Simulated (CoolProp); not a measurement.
The fluid at 298.15 K and 4.37 MPa flows at 3.5 m/s in a round tube of 50 mm bore and 1.5 µm roughness, fully developed (64/Re and Nu = 3.66 if laminar; Colebrook and Gnielinski if turbulent). The same conditions are run with several fluids, on thermodynamics alone (safety and materials aside).

Model: reference Helmholtz-energy equation of state of each fluid (c-C4F8 (RC318): Platzer 1990; R134a: Tillner-Roth 1994; R227EA: Lemmon 2016; R236FA: Pan 2012; ethanol: Schroeder 2014), in CoolProp. The equations of Platzer and Polt are older, rougher fits.

Rank c-C4F8 (RC318), R134a, R227EA, R236FA, ethanol by Reynolds number, highest first.

R134a (1030000), R227EA (943000), R236FA (782000), c-C4F8 (RC318) (665000), ethanol (124000)

| fluid | Darcy friction factor | pressure drop (Pa/m) | heat-transfer coefficient (W/(m² K)) | mass flow (kg/h) |
|---|---|---|---|---|
| c-C4F8 (RC318) | 0.0130 | 2430 | 4180 | 37700 |
| R134a | 0.0122 | 1840 | 5570 | 30400 |
| R227EA | 0.0124 | 2150 | 4560 | 35000 |
| R236FA | 0.0127 | 2150 | 4730 | 34100 |
| ethanol | 0.0174 | 1680 | 3430 | 19500 |

Transport values come from each fluid's own correlations; those of c-C4F8 (RC318), R134a, R227EA, R236FA are estimates that may be off by 10 % or more.
